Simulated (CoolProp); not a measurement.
Computed with CoolProp (reference Helmholtz-energy equation of state, Span 1996).

Q: Give the vapour pressure (bar), vapour density (kg/m³), liquid cp (kJ/(kg K)), surface tension (mN/m) of saturated carbon dioxide at 271.5, 279.5 K.

A: 
```
T (K)  p (bar)  vapour density (kg/m³)  liquid cp (kJ/(kg K))  surface tension (mN/m)
-----  -------  ----------------------  ---------------------  ----------------------
271.5     33.4                    92.7                   2.49                    4.78
279.5     41.1                     120                   2.79                    3.36
```

Surface tension comes from a separate correlation (Mulero 2012).
